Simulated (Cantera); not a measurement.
Feed: 1 mol BF₃, 0.19 mol NH₃, 17 mol H₂O, held at 1625 °C and 24.0 Pa.

Cantera equilibrium calculation (NASA polynomials, part measured and part estimated; ideal gas, pure solids and liquids). Candidate condensed phases: B, BN, B₂O₃, B₃O₃H₃, H₂O; 62 gas species. Equilibrium is a limit: real reactors are often held back by kinetics, nucleation or transport.

Base state: H₂O 0.720, HF 0.134, H₂ 0.0485, HBO₂ 0.0332, BOF 0.0157, O₂ 0.0151, OH 0.0135, H 0.0111 (mole fractions); condensed: gas only.

Question: What changes in the equilibrium state with this change: temperature from 1625 °C to 1550 °C?

Answer: 
```csv
species,before,after
H₂O,0.720,0.751
HF,0.134,0.136
H₂,0.0485,0.0345
O₂,0.0151,0.00876
H,0.0111,0.00520
OH,0.0135,0.00788
HBO₂,0.0332,0.0340
BOF,0.0157,0.0160
BO,3.15e-5,1.16e-5
O,0.00233,0.000913
BO₂,0.000755,0.000434
```
